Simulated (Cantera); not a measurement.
A closed system holds: 1 mol SiCl4, 0.65 mol Cl2, 2.2 mol H2, equilibrated at 725 °C and 2550 Torr.

Method: chemical equilibrium by Gibbs-energy minimisation in Cantera with the NASA 1993 tables (ideal gas, pure condensed phases). Candidate condensed phases: Si; 19 gas species. The tables' values for SiCl3 are old estimates; treat these amounts as uncertain. Rates play no part.

Base state: H2 0.400, HCl 0.340, SiCl4 0.258, SiHCl3 0.00210, SiCl3 3.06e-5 (mole fractions); condensed: gas only.

What changes in the equilibrium state with this change: Cl2 from 0.65 to 0.53 mol?


```tsv
species	before	after
H2	0.400	0.445
HCl	0.340	0.287
SiCl4	0.258	0.265
SiHCl3	0.00210	0.00285
SiCl3	3.06e-5	3.93e-5
```
